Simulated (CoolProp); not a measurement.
Octamethylcyclotetrasiloxane (D4) along the isotherm 346.85 °C: Z from the reference equation and from simpler models built on Tc = 313.4 °C, pc = 1347 kPa, ω = 0.598; each cubic takes its own stable root.

Model: reference Helmholtz-energy equation of state, Thol 2015, in CoolProp.

```json
[
 {"p (kPa)": "42.6", "phase": "gas", "reference": "0.9910"},
 {"p (kPa)": "62.5", "phase": "gas", "reference": "0.9867"},
 {"p (kPa)": "91.8", "phase": "gas", "reference": "0.9804"},
 {"p (kPa)": "135", "phase": "gas", "reference": "0.9711"},
 {"p (kPa)": "198", "phase": "gas", "reference": "0.9572"},
 {"p (kPa)": "290", "phase": "gas", "reference": "0.9365"},
 {"p (kPa)": "426", "phase": "gas", "reference": "0.9049"},
 {"p (kPa)": "625", "phase": "gas", "reference": "0.8563"},
 {"p (kPa)": "918", "phase": "gas", "reference": "0.7785"},
 {"p (kPa)": "1350", "phase": "supercritical", "reference": "0.6457"},
 {"p (kPa)": "1980", "phase": "supercritical", "reference": "0.4059"},
 {"p (kPa)": "2900", "phase": "supercritical", "reference": "0.3690"},
 {"p (kPa)": "4260", "phase": "supercritical", "reference": "0.4710"},
 {"p (kPa)": "6250", "phase": "supercritical", "reference": "0.6335"},
 {"p (kPa)": "9180", "phase": "supercritical", "reference": "0.8685"},
 {"p (kPa)": "13500", "phase": "supercritical", "reference": "1.202"}
]
```

Task: How far does each simpler model (van der Waals, Redlich-Kwong, Soave-Redlich-Kwong, Peng-Robinson) lie from the reference over these 16 states: mean and median of the absolute difference, and the worst?

Result: 
- van der Waals: mean 10.2 %, median 1.1 %, worst +31.8 % at 346.85 °C and 13500 kPa
- Redlich-Kwong: mean 2.6 %, median 0.6 %, worst -9.7 % at 346.85 °C and 1980 kPa
- Soave-Redlich-Kwong: mean 4.3 %, median 1.3 %, worst +18.2 % at 346.85 °C and 2900 kPa
- Peng-Robinson: mean 2.2 %, median 1.1 %, worst +8.2 % at 346.85 °C and 2900 kPa
